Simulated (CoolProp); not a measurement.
Vapour-liquid equilibrium of R143a (1) + isobutane (2) at 0.999 bar; x and y are mole fractions of (1).

The numbers come from the multi-fluid Helmholtz-energy mixture model, Lemmon and Jacobsen 2000 and Bücker 2006; pair parameters Bell 2016 in CoolProp.

```json
[
 {"x": "0.05", "bubble temperature (°C)": "-25.6", "y at the bubble point": "0.445", "dew temperature at overall composition x (°C)": "-13.4", "liquid density (mol/L)": "10.56"},
 {"x": "0.2", "bubble temperature (°C)": "-40.3", "y at the bubble point": "0.748", "dew temperature at overall composition x (°C)": "-17.5", "liquid density (mol/L)": "11.12"},
 {"x": "0.35", "bubble temperature (°C)": "-43.9", "y at the bubble point": "0.805", "dew temperature at overall composition x (°C)": "-22.2", "liquid density (mol/L)": "11.53"},
 {"x": "0.5", "bubble temperature (°C)": "-45.2", "y at the bubble point": "0.827", "dew temperature at overall composition x (°C)": "-27.8", "liquid density (mol/L)": "11.95"},
 {"x": "0.65", "bubble temperature (°C)": "-46.0", "y at the bubble point": "0.847", "dew temperature at overall composition x (°C)": "-34.7", "liquid density (mol/L)": "12.42"},
 {"x": "0.8", "bubble temperature (°C)": "-46.8", "y at the bubble point": "0.881", "dew temperature at overall composition x (°C)": "-43.6", "liquid density (mol/L)": "12.99"},
 {"x": "0.95", "bubble temperature (°C)": "-47.5", "y at the bubble point": "0.956", "dew temperature at overall composition x (°C)": "-47.5", "liquid density (mol/L)": "13.65"}
]
```

No azeotrope shows between x = 0.05 and 0.95.

Pair parameters are fitted to limited data, so mixtures are less certain than the pure fluids. With so large a gap from Raoult's law the liquid may split in two, which this calculation doesn't test in full.
